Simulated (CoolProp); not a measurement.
A simple Rankine cycle with propyne: condensing at 314.15 K, boiler at 3.6 MPa, turbine inlet 417.1 K, turbine efficiency 0.6, pump efficiency 0.6, no recuperator. Each further row changes one setting.

Computed with CoolProp (reference Helmholtz-energy equation of state, Polt 1992). This equation is an older, rougher fit; its heat capacities, sound speeds and derivatives of the liquid may be far off and weren't checked against measurements.

```json
[
 {"case": "as stated", "thermal efficiency (%)": "8.1", "net work (kJ/kg)": "46.9", "heat in (kJ/kg)": "577", "turbine exit temperature (K)": "360.4", "volume ratio over the turbine": "4.08"},
 {"case": "turbine inlet 437.1 K", "thermal efficiency (%)": "8.3", "net work (kJ/kg)": "51.9", "heat in (kJ/kg)": "625", "turbine exit temperature (K)": "383.2", "volume ratio over the turbine": "4.00"},
 {"case": "condensing temperature 306.15 K", "thermal efficiency (%)": "9.2", "net work (kJ/kg)": "54.6", "heat in (kJ/kg)": "597", "turbine exit temperature (K)": "353.6", "volume ratio over the turbine": "5.02"},
 {"case": "boiler pressure 2.52 MPa", "thermal efficiency (%)": "6.5", "net work (kJ/kg)": "39.4", "heat in (kJ/kg)": "604", "turbine exit temperature (K)": "378.7", "volume ratio over the turbine": "2.77"},
 {"case": "turbine efficiency 0.5", "thermal efficiency (%)": "6.5", "net work (kJ/kg)": "37.8", "heat in (kJ/kg)": "577", "turbine exit temperature (K)": "365.3", "volume ratio over the turbine": "4.15"}
]
```
